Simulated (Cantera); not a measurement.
Input: 1 mol Al(CH3)3, 7.3 mol H2O, 440 mol H2, at 2125 K.

Cantera equilibrium calculation (NASA polynomials, part measured and part estimated; ideal gas, pure solids and liquids). Candidate condensed phases: Al, Al2O3, C, C6H6, C7H8, C8H18, H2O; 121 gas species. The feed counts by its element totals alone. Equilibrium is a limit: real reactors are often held back by kinetics, nucleation or transport.

What share of the Al ends up in condensed phases as a function of P (Pa), at 10, 63, 400, 2500, 16000, 100000?


```tsv
P (Pa)	Al condensed (%)	as
10	0.0	-
63	25.0	Al2O3(s)
400	81.5	Al2O3(s)
2500	96.0	Al2O3(s)
16000	99.0	Al2O3(s)
100000	99.7	Al2O3(s)
```
